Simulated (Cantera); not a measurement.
Hydrocarbon pyrolysis for carbon deposition

An isothermal, constant-pressure homogeneous reactor starts with 47.6 % C₂H₆, 52.4 % N₂, at 1198 K and 0.0150 bar.

Model: GRI-Mech 3.0 (53 species, 325 reactions), integrated in Cantera. GRI-Mech 3.0 stops at C3 and has no aromatics, soot or wall deposition, so with more carbon than oxygen in the feed, carbon stays in small species such as C2H2 where larger ones or solid carbon would form. Radical loss at walls, strong at low pressure, is not modelled.

| t (s) | x C₂H₆ | x C₂H₄ | x C₂H | x CH₂ | x H | x CH₄ |
|---|---|---|---|---|---|---|
| 1.00e-6 | 0.476 | <1e-12 | <1e-12 | <1e-12 | 2.41e-11 | 1.07e-10 |
| 6.09e-6 | 0.476 | 3.81e-11 | <1e-12 | <1e-12 | 1.12e-10 | 3.94e-9 |
| 3.71e-5 | 0.476 | 7.91e-9 | <1e-12 | <1e-12 | 2.19e-9 | 1.44e-7 |
| 0.000226 | 0.476 | 1.65e-6 | <1e-12 | 3.86e-11 | 8.43e-8 | 4.95e-6 |
| 0.00137 | 0.476 | 0.000265 | <1e-12 | 1.19e-9 | 1.99e-6 | 0.000122 |
| 0.00837 | 0.456 | 0.0121 | 3.98e-12 | 1.23e-8 | 9.19e-6 | 0.00227 |
| 0.0509 | 0.314 | 0.0979 | 4.40e-11 | 1.29e-8 | 1.16e-5 | 0.0218 |
| 0.310 | 0.0353 | 0.240 | 2.59e-10 | 3.70e-9 | 1.50e-5 | 0.0768 |
| 1.89 | 0.000461 | 0.204 | 1.13e-10 | 6.35e-11 | 2.77e-6 | 0.0809 |
| 11.5 | 9.83e-5 | 0.140 | 9.58e-11 | 1.51e-11 | 1.54e-6 | 0.0771 |
| 70.0 | 2.90e-5 | 0.0334 | 1.25e-10 | 8.32e-12 | 1.40e-6 | 0.0708 |
x: mole fraction; the columns are a selection and need not sum to one.

Equilibrium at this temperature and pressure: C₂H₆ 1.22e-5, C₂H₄ 0.0131, C₂H 7.74e-11, CH₂ 4.66e-12, H 9.88e-7, CH₄ 0.0801 (gas phase only).
